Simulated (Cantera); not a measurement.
Cantera with NASA thermochemical tables; ideal gases at 1 bar, condensed phases pure. Values are per mole of reaction as written; species without (g) are pure solids or liquids, kept so even where they would boil at 1 bar.

Fe₂Cl₆(g) ⇌ Cl₂(g) + 2 FeCl₂(g), with ΔH° = 372.3 kJ and ΔS° = 284.6 J/K at 300 K.

Q: How far is the shortcut ΔG° ≈ ΔH°(300 K) − T·ΔS°(300 K) from the full temperature-dependent value at 548, 648, 748, 848, 948, 1048, 1148, 1248, 1348, 1448 K?

A: 
```
T (K)  shortcut (kJ)  full (kJ)  difference (kJ)  difference in log10 K
-----  -------------  ---------  ---------------  ---------------------
548            216.4      218.4             -2.0                   0.19
648            187.9      191.5             -3.6                   0.29
748            159.5      165.0             -5.5                   0.39
848            131.0      138.8             -7.8                   0.48
948            102.6      112.8            -10.2                   0.56
1048            74.1       87.0            -12.9                   0.64
1148            45.6       61.4            -15.8                   0.72
1248            17.2       36.0            -18.8                   0.79
1348           -11.3       10.7            -22.0                   0.85
1448           -39.7      -14.4            -25.3                   0.91
```
The shortcut ignores the heat-capacity change of the reaction.
